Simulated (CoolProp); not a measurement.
Saturation properties of carbon monoxide.

Values from CoolProp's reference Helmholtz-energy equation of state, Lemmon 2006. It is a short technical equation, of lower accuracy than the large ones.

```tsv
T (K)	p (bar)	vapour density (kg/m³)	surface tension (mN/m)
103.3	6.895	26.75	___
105.3	7.899	30.65	4.67
107.3	9.004	35.01	4.29
109.2	10.15	39.64	3.92
111.2	11.47	45.08	3.54
113.1	12.83	50.88	3.19
115.1	14.39	57.73	2.82
117.1	16.07	65.50	2.46
119	17.80	___	2.12
121	19.76	___	1.77
122.9	___	95.23	1.45
124.9	24.04	109.2	1.12
126.8	___	125.4	0.821
128.8	28.98	147.4	0.518
```

Problem. Some entries are withheld; supply them.

Solution. 
- 103.3, surface tension (mN/m): 5.06
- 119, vapour density (kg/m³): 73.89
- 121, vapour density (kg/m³): 84.03
- 122.9, p (bar): 21.77
- 126.8, p (bar): 26.36

It boils at 81.6 K under 1 atm.

Surface tension comes from a separate correlation (Mulero 2012).
